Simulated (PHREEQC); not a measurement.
Consider water at 42 °C with 0.14 mol/kgw H2SO4 and 0.00041 mol/kgw FeSO4. Closed to the air; pH follows from the charge balance.

All values are PHREEQC results (ion-association model, wateq4f.dat), not measurements.

```json
[
 {"quantity": "pH", "before": "0.90", "after": "1.51"},
 {"quantity": "ionic strength (mol/kgw)", "before": "0.174", "after": "0.0447"},
 {"quantity": "HSO4- (mol/kgw)", "before": "0.123", "after": "0.0202"},
 {"quantity": "SO4-2 (mol/kgw)", "before": "0.0168", "after": "0.00808"},
 {"quantity": "Fe+2 (mol/kgw)", "before": "0.000220", "after": "0.000264"},
 {"quantity": "FeHSO4+ (mol/kgw)", "before": "0.000106", "after": "3.12e-5"},
 {"quantity": "SI of Melanterite (FeSO4:7H2O)", "before": "-4.43", "after": "-4.29"}
]
```

Task: Which change was made?
(A) H2SO4 left out
(B) temperature from 42 to 90 °C
(C) H2SO4 from 0.14 to 0.028 mol/kgw
(D) 0.052 mol/kgw NaOH added
(E) H2SO4 from 0.14 to 0.126 mol/kgw

Result: C, H2SO4 from 0.14 to 0.028 mol/kgw

No solid was allowed to form. Away from 25 °C the constants follow the database's enthalpies or fits; those with neither stay at their 25 °C values.
